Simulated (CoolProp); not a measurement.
Vapour-liquid equilibrium of isohexane (1) + benzene (2) at 686 kPa; x and y are mole fractions of (1).

Model: multi-fluid Helmholtz-energy mixture model, Lemmon 2006 and Thol 2012; pair parameters Bell 2016, in CoolProp.

```tsv
x	bubble temperature, mixture model (°C)	bubble temperature, Raoult's law (°C)	y, mixture model	y, Raoult's law
0.05	___	156.9	___	0.075
0.15	150.7	154.3	0.243	0.214
0.25	147.3	151.8	___	0.340
0.35	144.7	149.4	0.456	0.455
0.45	___	147.1	0.543	0.560
0.55	140.9	144.9	___	0.656
0.65	139.4	142.7	0.705	0.745
0.75	138.2	140.7	0.787	0.825
0.85	137.2	138.7	0.870	0.900
0.95	136.3	136.8	0.956	0.968
```

Problem. What belongs in the gaps?

Solution. 
- 0.05, bubble temperature, mixture model (°C): 155.3
- 0.05, y, mixture model: 0.094
- 0.25, y, mixture model: 0.359
- 0.45, bubble temperature, mixture model (°C): 142.6
- 0.55, y, mixture model: 0.625

The largest gap from Raoult's law is -4.7 K in bubble temperature, at x = 0.35. No azeotrope shows between x = 0.05 and 0.95.

Pair parameters are fitted to limited data, so mixtures are less certain than the pure fluids.
